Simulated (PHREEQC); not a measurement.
PHREEQC input (Pitzer model, pitzer.dat):

```
SOLUTION 1
  temp 25
  units mol/kgw
  pH 7 charge
  Cl 0.078
  K 0.638
  S(6) 0.28
END
USE solution 1
INCREMENTAL_REACTIONS false
REACTION 1
  H2O -1
  0 9.886 18.011 24.689 30.178 34.689 38.397 41.444
  43.949 46.007 47.699 49.089 50.232 51.172 51.944 52.578
  53.1 53.528 53.88 54.17 54.408 54.603 54.764 54.896
  55.005 55.094 55.168 55.228 moles
EQUILIBRIUM_PHASES 1
  Arcanite 0 0
  Misenite 0 0
  Sylvite 0 0
SELECTED_OUTPUT 1
  -reset false
  -pH true
  -pe true
  -ionic_strength true
  -water true
  -activities H2O
  -totals Cl K S
  -molalities H+ K+ Cl- SO4-2 OH- HSO4-
  -equilibrium_phases Arcanite Misenite Sylvite
PRINT
  -reset false
END
```

Selected output (columns that matter, 13 of 28 rows; water left (kg) added in front):

```
water left (kg)	pH	mu	Cl	K	S	m_H+	m_K+	m_Cl-	m_SO4-2	m_OH-	la_H2O	Arcanite	Sylvite
1	7.3483	0.918	0.078	0.638	0.28	9.1663e-08	0.638	0.078	0.28	3.2868e-07	-0.0057416	0	0
0.675514	7.3882	1.359	0.11547	0.94447	0.4145	8.7713e-08	0.94447	0.11547	0.4145	3.5871e-07	-0.0082587	0	0
0.456313	7.4239	1.887	0.17094	1.315	0.57204	8.0151e-08	1.315	0.17094	0.57204	3.824e-07	-0.011314	0.018971	0
0.253345	7.402	1.8863	0.30788	1.3602	0.52614	7.872e-08	1.3602	0.30788	0.52614	3.6227e-07	-0.012495	0.1467	0
0.171138	7.3781	1.8983	0.45577	1.4175	0.48084	7.7387e-08	1.4175	0.45577	0.48084	3.4139e-07	-0.013845	0.19771	0
0.115613	7.3432	1.9402	0.67467	1.5183	0.42184	7.5762e-08	1.5183	0.67467	0.42184	3.1255e-07	-0.015989	0.23123	0
0.0641769	7.2637	2.1526	1.2154	1.8402	0.31239	7.2844e-08	1.8402	1.2154	0.31238	2.5344e-07	-0.021986	0.25995	0
0.0433504	7.1928	2.5065	1.7993	2.2708	0.23575	7.0089e-08	2.2708	1.7993	0.23575	2.0717e-07	-0.029364	0.26978	0
0.0292979	7.1139	3.1584	2.6623	2.993	0.16536	6.5297e-08	2.993	2.6623	0.16536	1.6076e-07	-0.041484	0.27516	0
0.0197855	7.0346	4.257	3.9423	4.1521	0.10492	5.6994e-08	4.1521	3.9423	0.10492	1.1745e-07	-0.061443	0.27792	0
0.0133718	6.9997	4.9758	4.7336	4.8951	0.080735	5.1827e-08	4.8951	4.7336	0.080735	9.8932e-08	-0.074793	0.27892	0.014704
0.0074265	6.9997	4.9758	4.7336	4.8951	0.080735	5.1827e-08	4.8951	4.7336	0.080735	9.8932e-08	-0.074793	0.2794	0.042846
0.00501236	6.9997	4.9758	4.7336	4.8951	0.080735	5.1827e-08	4.8951	4.7336	0.080735	9.8932e-08	-0.074793	0.2796	0.054274
```
